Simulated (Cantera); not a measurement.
An isothermal, constant-pressure homogeneous reactor starts with CO : O2 : H2O : N2 = 0.0031 : 0.0045 : 0.003 : 1 (molar parts), equivalence ratio 0.34, at 1375 K and 96000 Pa.

Cantera simulation using GRI-Mech 3.0 (53 species, 325 reactions); the numbers are that mechanism's predictions, not measurements.

x: mole fraction; the columns are a selection and need not sum to one.

```json
[
 {"t (s)": "5.00e-6", "x CO": "0.00307", "x O2": "0.00445", "x H2O": "0.00297", "x NO": "<1e-12", "x H2O2": "<1e-12", "x NO2": "<1e-12"},
 {"t (s)": "1.99e-5", "x CO": "0.00307", "x O2": "0.00445", "x H2O": "0.00297", "x NO": "<1e-12", "x H2O2": "<1e-12", "x NO2": "<1e-12"},
 {"t (s)": "7.93e-5", "x CO": "0.00307", "x O2": "0.00445", "x H2O": "0.00297", "x NO": "<1e-12", "x H2O2": "<1e-12", "x NO2": "<1e-12"},
 {"t (s)": "0.000316", "x CO": "0.00307", "x O2": "0.00445", "x H2O": "0.00297", "x NO": "<1e-12", "x H2O2": "<1e-12", "x NO2": "<1e-12"},
 {"t (s)": "0.00126", "x CO": "0.00307", "x O2": "0.00445", "x H2O": "0.00297", "x NO": "<1e-12", "x H2O2": "<1e-12", "x NO2": "<1e-12"},
 {"t (s)": "0.00501", "x CO": "0.00266", "x O2": "0.00420", "x H2O": "0.00286", "x NO": "6.14e-9", "x H2O2": "1.75e-8", "x NO2": "4.43e-12"},
 {"t (s)": "0.0200", "x CO": "0.000175", "x O2": "0.00299", "x H2O": "0.00291", "x NO": "5.33e-7", "x H2O2": "1.24e-8", "x NO2": "5.38e-10"},
 {"t (s)": "0.0795", "x CO": "(withheld)", "x O2": "0.00292", "x H2O": "0.00296", "x NO": "5.89e-7", "x H2O2": "(withheld)", "x NO2": "(withheld)"},
 {"t (s)": "0.317", "x CO": "6.74e-7", "x O2": "0.00292", "x H2O": "0.00297", "x NO": "6.00e-7", "x H2O2": "1.37e-10", "x NO2": "1.92e-9"},
 {"t (s)": "1.26", "x CO": "8.23e-8", "x O2": "0.00292", "x H2O": "0.00297", "x NO": "6.03e-7", "x H2O2": "2.82e-11", "x NO2": "8.25e-10"},
 {"t (s)": "5.02", "x CO": "3.77e-8", "x O2": "0.00292", "x H2O": "0.00297", "x NO": "6.03e-7", "x H2O2": "1.51e-11", "x NO2": "5.70e-10"},
 {"t (s)": "20.0", "x CO": "3.69e-8", "x O2": "0.00292", "x H2O": "0.00297", "x NO": "6.04e-7", "x H2O2": "1.49e-11", "x NO2": "5.66e-10"}
]
```

### Question
Fill in the missing entries.

### Answer

- 0.0795, x CO: 1.08e-5
- 0.0795, x H2O2: 1.15e-9
- 0.0795, x NO2: 2.18e-9
